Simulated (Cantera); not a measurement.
A closed system holds: 1 mol Si₃N₄, 0.35 mol O₂, equilibrated at 0.100 bar.

Cantera equilibrium calculation (NASA polynomials, part measured and part estimated; ideal gas, pure solids and liquids). Candidate condensed phases: Si, SiO₂, Si₂N₂O, Si₃N₄; 16 gas species. Mutual solubility and eutectic melting of coexisting phases are not modelled. The numbers say what is thermodynamically allowed, not how fast it happens. All values below are at 1850 K.

Base state: N₂ 0.996, SiO 0.00410, Si 2.17e-5 (mole fractions); condensed: Si₂N₂O(s) + Si₃N₄(s).

### Question
What changes in the equilibrium state with this change: O₂ from 0.35 to 1.8 mol?

### Answer
```csv
species,before,after
N₂,0.996,0.907
SiO,0.00410,0.0933
Si,2.17e-5,1.05e-6
"Si₂N₂O(s), mol",0.699,0.757
"Si₃N₄(s), mol",0.534,0
"SiO₂(condensed), mol",0,1.36
```
The tables hold silica as quartz up to 1696 K and as liquid above; real silica turns to tridymite and cristobalite and melts near 1996 K.
